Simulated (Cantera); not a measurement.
A Cantera script and what it prints.

```python
import numpy as np
import cantera as ct

gas_names = """
    B BH BH2 BH3 BN B2 H H2 N NH NH2 NH3 N2 N2H2 N2H4
""".split()
cond_names = """
    B(b) B(L) BN(s)
""".split()


# ... load() reads the species with a 1 bar reference pressure and builds the phases ...
atoms = {
    'borazine': {'B': 3, 'N': 3, 'H': 6},
    'H2': {'H': 2},
    'N2': {'N': 2},
}
top_T = {'BN(s)': 3200}  # K; cautious upper limits of use, not melting points


# ... equilibrate(T, P, feed) seeds the gas with the atoms and calls Mixture.equilibrate('TP', solver="vcs", rtol=1e-11, max_steps=5000) ...
results = []
feed = {'borazine': 1, 'H2': 92, 'N2': 0.72}  # mol
for P in [10, 28, 77, 220, 600, 1700, 4600, 13000, 36000, 100000]:
    for T in [800, 900, 1000, 1100, 1200, 1300, 1400, 1500, 1600, 1700, 1800, 1900]:
        mix = equilibrate(T, P, feed)
        results.append((T, P, feed, dict(zip(mix.species_names, mix.species_moles))))

for T, P, feed, n in results:
    print(f"{T:7g} {P:10.4g}  " + (" + ".join(c for c in cond_names if n.get(c, 0) > 1e-12) or "gas only"))
```

Output:

```
    800         10  BN(s)
    900         10  BN(s)
   1000         10  BN(s)
   1100         10  BN(s)
   1200         10  BN(s)
   1300         10  BN(s)
   1400         10  BN(s)
   1500         10  BN(s)
   1600         10  BN(s)
   1700         10  BN(s)
   1800         10  B(b)
   1900         10  B(b)
    800         28  BN(s)
    900         28  BN(s)
   1000         28  BN(s)
   1100         28  BN(s)
   1200         28  BN(s)
   1300         28  BN(s)
   1400         28  BN(s)
   1500         28  BN(s)
   1600         28  BN(s)
   1700         28  BN(s)
   1800         28  B(b) + BN(s)
   1900         28  B(b)
    800         77  BN(s)
    900         77  BN(s)
   1000         77  BN(s)
   1100         77  BN(s)
   1200         77  BN(s)
   1300         77  BN(s)
   1400         77  BN(s)
   1500         77  BN(s)
   1600         77  BN(s)
   1700         77  BN(s)
   1800         77  BN(s)
   1900         77  B(b)
    800        220  BN(s)
    900        220  BN(s)
   1000        220  BN(s)
   1100        220  BN(s)
   1200        220  BN(s)
   1300        220  BN(s)
   1400        220  BN(s)
   1500        220  BN(s)
   1600        220  BN(s)
   1700        220  BN(s)
   1800        220  BN(s)
   1900        220  B(b) + BN(s)
    800        600  BN(s)
    900        600  BN(s)
   1000        600  BN(s)
   1100        600  BN(s)
   1200        600  BN(s)
   1300        600  BN(s)
   1400        600  BN(s)
   1500        600  BN(s)
   1600        600  BN(s)
   1700        600  BN(s)
   1800        600  BN(s)
   1900        600  BN(s)
    800       1700  BN(s)
    900       1700  BN(s)
   1000       1700  BN(s)
   1100       1700  BN(s)
   1200       1700  BN(s)
   1300       1700  BN(s)
   1400       1700  BN(s)
   1500       1700  BN(s)
   1600       1700  BN(s)
   1700       1700  BN(s)
   1800       1700  BN(s)
   1900       1700  BN(s)
    800       4600  BN(s)
    900       4600  BN(s)
   1000       4600  BN(s)
   1100       4600  BN(s)
   1200       4600  BN(s)
   1300       4600  BN(s)
   1400       4600  BN(s)
   1500       4600  BN(s)
   1600       4600  BN(s)
   1700       4600  BN(s)
   1800       4600  BN(s)
   1900       4600  BN(s)
    800    1.3e+04  BN(s)
    900    1.3e+04  BN(s)
   1000    1.3e+04  BN(s)
   1100    1.3e+04  BN(s)
   1200    1.3e+04  BN(s)
   1300    1.3e+04  BN(s)
   1400    1.3e+04  BN(s)
   1500    1.3e+04  BN(s)
   1600    1.3e+04  BN(s)
   1700    1.3e+04  BN(s)
   1800    1.3e+04  BN(s)
   1900    1.3e+04  BN(s)
    800    3.6e+04  BN(s)
    900    3.6e+04  BN(s)
   1000    3.6e+04  BN(s)
   1100    3.6e+04  BN(s)
   1200    3.6e+04  BN(s)
   1300    3.6e+04  BN(s)
   1400    3.6e+04  BN(s)
   1500    3.6e+04  BN(s)
   1600    3.6e+04  BN(s)
   1700    3.6e+04  BN(s)
   1800    3.6e+04  BN(s)
   1900    3.6e+04  BN(s)
    800      1e+05  BN(s)
    900      1e+05  BN(s)
   1000      1e+05  BN(s)
   1100      1e+05  BN(s)
   1200      1e+05  BN(s)
   1300      1e+05  BN(s)
   1400      1e+05  BN(s)
   1500      1e+05  BN(s)
   1600      1e+05  BN(s)
   1700      1e+05  BN(s)
   1800      1e+05  BN(s)
   1900      1e+05  BN(s)
```

Method: chemical equilibrium by Gibbs-energy minimisation in Cantera with the NASA 1993 tables (ideal gas, pure condensed phases). The feed counts by its element totals alone. Mutual solubility and eutectic melting of coexisting phases are not modelled.
